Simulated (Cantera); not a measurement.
Cantera run:

```python
import numpy as np
import cantera as ct

gas_names = """
    H HNO HNO2 HNO3 HO2 H2 H2O H2O2 N NH NH2 NH3 NH2OH NO NO2 NO3 N2 N2H2 N2H4 N2O O OH O2 O3 Si SiH
    SiH2 SiH3 SiH4 SiN SiO SiO2 Si2 Si2N Si3
""".split()
cond_names = """
    H2O(s) H2O(L) Si(cr) Si(L) SiO2(Lqz) SiO2(hqz) SiO2(L) Si2N2O(s) Si3N4(a)
""".split()


# ... load() reads the species with a 1 bar reference pressure and builds the phases ...
atoms = {
    'Si': {'Si': 1},
    'N2O': {'N': 2, 'O': 1},
    'H2': {'H': 2},
    'O2': {'O': 2},
}
top_T = {'Si2N2O(s)': 2100, 'Si3N4(a)': 2400}  # K; cautious upper limits of use, not melting points


# ... equilibrate(T, P, feed) seeds the gas with the atoms and calls Mixture.equilibrate('TP', solver="vcs", rtol=1e-11, max_steps=5000) ...
results = []
feed = {'Si': 1, 'N2O': 0.037, 'H2': 650, 'O2': 0.97}  # mol
P = 440000  # Pa
for T in [1525, 1600, 1675, 1750, 1825, 1900, 1975, 2050, 2125, 2200]:
    mix = equilibrate(T, P, feed)
    results.append((T, P, feed, dict(zip(mix.species_names, mix.species_moles))))

top = {s: max(r[3][s] / sum(r[3][g] for g in gas_names) for r in results) for s in gas_names}
cols = sorted((s for s in top if top[s] > 0.001), key=lambda s: -top[s])[:7]
seen = [c for c in cond_names if any(r[3].get(c, 0) > 1e-12 for r in results)]
print("log10 of partial pressures in bar; condensed amounts in mol")
print(f"{'T/K':>10s}" + "".join(f"{s[:9]:>10s}" for s in cols + seen))
for T, P, feed, n in results:
    ng = sum(n[g] for g in gas_names)
    print(f"{T:10.4g}" + "".join(f"{np.log10(max(n[s] / ng * P / 1e5, 1e-99)):10.3f}" for s in cols)
          + "".join(f"{n.get(c, 0):10.4g}" for c in seen))
```

Output:

```
log10 of partial pressures in bar; condensed amounts in mol
       T/K        H2         H       SiO       H2O SiO2(hqz)   SiO2(L) Si2N2O(s)
      1525     0.643    -4.304    -4.099    -3.715    0.9618         0   0.01322
      1600     0.643    -3.943    -3.375    -3.572    0.9376         0         0
      1675     0.643    -3.614    -3.040    -3.121    0.8652         0         0
      1750     0.643    -3.312    -2.708    -2.744         0    0.7106         0
      1825     0.643    -3.035    -2.395    -2.412         0    0.4047         0
      1900     0.642    -2.779    -2.170    -2.180         0         0         0
      1975     0.642    -2.543    -2.170    -2.180         0         0         0
      2050     0.642    -2.323    -2.171    -2.180         0         0         0
      2125     0.641    -2.119    -2.171    -2.181         0         0         0
      2200     0.641    -1.929    -2.171    -2.181         0         0         0
```

Equilibrium computed with Cantera from the NASA thermochemical tables; the gas is ideal and each condensed phase is pure. Mutual solubility and eutectic melting of coexisting phases are not modelled. The tables hold silica as quartz up to 1696 K and as liquid above; real silica turns to tridymite and cristobalite and melts near 1996 K.
